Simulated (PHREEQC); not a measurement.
# Copper plating or etch bath: speciation

A solution holds 0.078 mol/kgw Cu(NO3)2, 6.9e-05 mol/kgw HCl and 0.0094 mol/kgw Na2SO4, at 73 °C. Closed to the air; pH follows from the charge balance.

All values are PHREEQC results (ion-association model, phreeqc.dat), not measurements.

Precipitation was switched off in this run.

### Question
Estimate the pH.

### Answer
pH 3.74.

### Question
In which forms is Cl present?

### Answer
Cl- 71 %, CuCl+ 29 % of the Cl.

Complexes and solids missing from the database can't appear. Constants without temperature data keep their 25 °C values here.
